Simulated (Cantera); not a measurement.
## Transport properties of process gases

Gas mixture: NH3 = 0.62 (molar parts), at 0.000760 atm, frozen composition.

Cantera's kinetic-theory transport with the Lennard-Jones parameters of GRI-Mech 3.0, ideal gas; thermal conductivity in the multicomponent form. Polar gases are described roughly by these parameters. The composition is frozen, though it would react at the higher temperatures.

```json
[
 {"T (K)": "400", "ρ (kg/m³)": "0.000394", "cp (J/kg/K)": "2269", "μ (µPa s)": "13.9", "λ (mW/m/K)": "44.2", "Pr": "0.715", "D (cm²/s) NO": "497", "D (cm²/s) OH": "782", "D (cm²/s) CO2": "369"},
 {"T (K)": "600", "ρ (kg/m³)": "0.000263", "cp (J/kg/K)": "2662", "μ (µPa s)": "20.9", "λ (mW/m/K)": "77.6", "Pr": "0.717", "D (cm²/s) NO": "1040", "D (cm²/s) OH": "1620", "D (cm²/s) CO2": "806"},
 {"T (K)": "800", "ρ (kg/m³)": "0.000197", "cp (J/kg/K)": "3009", "μ (µPa s)": "27.5", "λ (mW/m/K)": "115", "Pr": "0.721", "D (cm²/s) NO": "1730", "D (cm²/s) OH": "2680", "D (cm²/s) CO2": "1370"},
 {"T (K)": "1000", "ρ (kg/m³)": "0.000158", "cp (J/kg/K)": "3319", "μ (µPa s)": "33.6", "λ (mW/m/K)": "154", "Pr": "0.724", "D (cm²/s) NO": "2550", "D (cm²/s) OH": "3930", "D (cm²/s) CO2": "2060"},
 {"T (K)": "1200", "ρ (kg/m³)": "0.000131", "cp (J/kg/K)": "3580", "μ (µPa s)": "39.3", "λ (mW/m/K)": "194", "Pr": "0.727", "D (cm²/s) NO": "3490", "D (cm²/s) OH": "5360", "D (cm²/s) CO2": "2840"},
 {"T (K)": "1400", "ρ (kg/m³)": "0.000113", "cp (J/kg/K)": "3802", "μ (µPa s)": "44.6", "λ (mW/m/K)": "233", "Pr": "0.728", "D (cm²/s) NO": "4530", "D (cm²/s) OH": "6950", "D (cm²/s) CO2": "3710"},
 {"T (K)": "1600", "ρ (kg/m³)": "9.86e-5", "cp (J/kg/K)": "3990", "μ (µPa s)": "49.6", "λ (mW/m/K)": "271", "Pr": "0.729", "D (cm²/s) NO": "5670", "D (cm²/s) OH": "8690", "D (cm²/s) CO2": "4670"},
 {"T (K)": "1800", "ρ (kg/m³)": "8.76e-5", "cp (J/kg/K)": "4147", "μ (µPa s)": "54.3", "λ (mW/m/K)": "309", "Pr": "0.730", "D (cm²/s) NO": "6910", "D (cm²/s) OH": "10600", "D (cm²/s) CO2": "5710"}
]
```
D: mixture-averaged diffusion coefficient of that species in the mixture.
